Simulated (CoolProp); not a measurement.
n-perfluorohexane along the isotherm 450 K: fugacity coefficient from the reference equation and from simpler models built on Tc = 448.0 K, pc = 17.42 bar, ω = 0.497; each cubic takes its own stable root.

Values from CoolProp's reference Helmholtz-energy equation of state, Gao 2022.

| p (bar) | phase | reference |
|---|---|---|
| 0.275 | gas | 0.9946 |
| 0.429 | gas | 0.9915 |
| 0.668 | gas | 0.9868 |
| 1.04 | gas | 0.9795 |
| 1.62 | gas | 0.9681 |
| 2.52 | gas | 0.9505 |
| 3.92 | gas | 0.9232 |
| 6.11 | gas | 0.8809 |
| 9.51 | gas | 0.8157 |
| 14.8 | gas | 0.7130 |
| 23.1 | supercritical | 0.5294 |
| 35.9 | supercritical | 0.3801 |
| 55.9 | supercritical | 0.2855 |
| 87.1 | supercritical | 0.2303 |

### Question
How far does each simpler model (van der Waals, Redlich-Kwong, Soave-Redlich-Kwong, Peng-Robinson) lie from the reference over these 14 states: mean and median of the absolute difference, and the worst?

### Answer
- van der Waals: mean 7.2 %, median 1.5 %, worst +38.6 % at 450 K and 87.1 bar
- Redlich-Kwong: mean 2.6 %, median 0.3 %, worst +13.9 % at 450 K and 87.1 bar
- Soave-Redlich-Kwong: mean 2.9 %, median 0.4 %, worst +14.7 % at 450 K and 87.1 bar
- Peng-Robinson: mean 0.9 %, median 0.5 %, worst +3.6 % at 450 K and 87.1 bar
